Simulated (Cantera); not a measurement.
Cantera with NASA thermochemical tables; ideal gases at 1 bar, condensed phases pure. Values are per mole of reaction as written; species without (g) are pure solids or liquids, kept so even where they would boil at 1 bar. VN: taken at fixed stoichiometry.

Q: Between 850 and 1250 K, where is each reaction favourable under standard conditions?
- 2 N2O(g) + 5 H2(g) + 2 V2O4 = 4 VN + 5 H2O2(g)

A: 
- 2 N2O(g) + 5 H2(g) + 2 V2O4 = 4 VN + 5 H2O2(g): ΔG° is 1180 kJ at 850 K and 1233 kJ at 1250 K; it stays positive (K < 1). ΔH° is 1056 kJ and ΔS° -142 J/K at 1250 K.
